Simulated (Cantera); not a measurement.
## CaCO3 + C + H2 (calcination and drying)

Feed: 1 mol CaCO3, a varied amount of C, 0.89 mol H2, equilibrated at 2123 K and 1.00 Torr.

Cantera equilibrium calculation (NASA polynomials, part measured and part estimated; ideal gas, pure solids and liquids). Candidate condensed phases: C, C6H6, C7H8, C8H18, Ca, CaCO3, CaO, Ca(OH)2, H2O; 115 gas species. Rates play no part.

```csv
n(C) (mol),x CO,x H2O,x H2,x CO2,x H,x OH,n CaO(s)
0.073,0.373,0.286,0.133,0.160,0.0358,0.00952,0.999
0.088,0.380,0.279,0.136,0.156,0.0362,0.00921,0.999
0.11,0.390,0.270,0.140,0.150,0.0368,0.00878,0.999
0.13,0.400,0.262,0.144,0.145,0.0373,0.00840,0.999
0.15,0.409,0.254,0.148,0.140,0.0378,0.00804,0.999
0.18,0.422,0.242,0.153,0.133,0.0385,0.00753,0.999
0.22,0.440,0.227,0.161,0.124,0.0394,0.00689,0.999
0.26,0.456,0.212,0.168,0.115,0.0402,0.00630,0.999
0.32,0.480,0.191,0.178,0.102,0.0415,0.00549,0.998
0.38,0.502,0.170,0.188,0.0904,0.0426,0.00477,0.998
0.46,0.530,0.144,0.201,0.0757,0.0440,0.00391,0.998
0.55,0.558,0.116,0.214,0.0604,0.0455,0.00306,0.997
0.66,0.590,0.0851,0.230,0.0435,0.0471,0.00216,0.996
```
x: gas mole fraction; n: condensed amount in mol.

From 0.073 mol C to 0.66 mol C the condensed part is CaO(s). The main Ca-bearing gas is Ca throughout.
